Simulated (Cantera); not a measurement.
A closed system holds: 1 mol MgO, 7.9 mol F2, 0.46 mol H2, held at 1.00 Torr.

These are equilibrium values from Cantera (NASA tables, ideal gas, pure condensed phases), not measurements of a reactor. Candidate condensed phases: H2O, Mg, MgF2, MgO, Mg(OH)2; 31 gas species. Equilibrium is a limit: real reactors are often held back by kinetics, nucleation or transport.

log p: log10 of the partial pressure in bar; n: condensed amount in mol.

```
T (K)  log p F  log p MgF2  log p HF  log p O2  log p F2  n MgF2(s)
-----  -------  ----------  --------  --------  --------  ---------
1300     -2.92       -6.26     -4.07     -4.33     -5.82      0.994
1325     -2.92       -5.97     -4.07     -4.33     -5.95      0.989
1350     -2.92       -5.70     -4.07     -4.33     -6.07      0.979
1375     -2.92       -5.44     -4.07     -4.33     -6.19      0.961
1400     -2.92       -5.18     -4.07     -4.33     -6.30      0.929
1425     -2.92       -4.94     -4.07     -4.34     -6.41      0.875
1450     -2.93       -4.70     -4.07     -4.34     -6.52          ?
1475     -2.93       -4.48     -4.08     -4.34     -6.64          ?
1500     -2.94       -4.26     -4.08     -4.35     -6.75          ?
1525     -2.95       -4.06     -4.10     -4.36     -6.87          0
1550     -2.95       -4.06     -4.10     -4.36     -6.96          0
1575     -2.95       -4.06     -4.10     -4.36     -7.05          0
1600     -2.95       -4.06     -4.10     -4.36     -7.13          0
1625     -2.95       -4.06     -4.10     -4.36     -7.22          0
```

Problem. Fill in the missing entries.

Solution. 
- 1450, n MgF2(s): 0.785
- 1475, n MgF2(s): 0.633
- 1500, n MgF2(s): 0.382
